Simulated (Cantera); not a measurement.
What does this Cantera script print?

```python
import numpy as np
import cantera as ct

gas = ct.Solution("gri30.yaml")


def delay(T, t_max=10):
    gas.TPX = T, 101325, {'H2': 1, 'O2': 1.14, 'N2': 5.34}
    reactor = ct.IdealGasReactor(gas, clone=False)
    net = ct.ReactorNet([reactor])
    net.rtol, net.atol = 1e-8, 1e-16
    while net.time < t_max:
        t_old, T_old = net.time, reactor.T
        net.step()
        if reactor.T > T + 400:  # ignition: a rise of 400 K
            return t_old + (T + 400 - T_old) / (reactor.T - T_old) * (net.time - t_old)
    return np.nan


taus = []
for T in [925, 1000, 1075, 1150, 1225, 1300, 1375, 1450, 1525]:
    taus.append(delay(T))
    print(f"T0 = {T:6g} K   tau = {taus[-1]:.4e} s")
```

Output:

```
T0 =    925 K   tau = 9.5703e-02 s
T0 =   1000 K   tau = 3.5092e-04 s
T0 =   1075 K   tau = 1.3273e-04 s
T0 =   1150 K   tau = 7.6924e-05 s
T0 =   1225 K   tau = 5.2400e-05 s
T0 =   1300 K   tau = 3.9600e-05 s
T0 =   1375 K   tau = 3.2535e-05 s
T0 =   1450 K   tau = 2.8746e-05 s
T0 =   1525 K   tau = 2.7050e-05 s
```

Detailed kinetics in Cantera: GRI-Mech 3.0 (53 species, 325 reactions). Below about 950 K walls govern HO2 and H2O2 in real vessels. Where the delays flatten at high temperature, the 400 K rule measures the pace of heat release, not the induction time.
